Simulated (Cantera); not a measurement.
Input: 1 mol Ca(OH)2, 0.1 mol H2, 0.18 mol CO2, held at 2073 K and 1 atm.

Cantera equilibrium calculation (NASA polynomials, part measured and part estimated; ideal gas, pure solids and liquids). Candidate condensed phases: C, C6H6, C7H8, C8H18, Ca, CaCO3, CaO, Ca(OH)2, H2O; 115 gas species. Equilibrium is a limit: real reactors are often held back by kinetics, nucleation or transport.

Base state: H2O 0.810, CO2 0.109, H2 0.0474, CO 0.0310, OH 0.00111, H 0.000569, Ca(OH)2 0.000143, O2 6.95e-5 (mole fractions); condensed: CaO(s).

Problem. What changes in the equilibrium state with this change: H2 from 0.1 to 2.9 mol?

Solution. 
```tsv
species	before	after
H2	0.0474	0.668
H2O	0.810	0.285
CO	0.0310	0.0405
CO2	0.109	0.00357
Ca(OH)2	0.000143	5.03e-5
O2	6.95e-5	4.34e-8
OH	0.00111	0.000104
CaO(s), mol	1.000	1.000
```
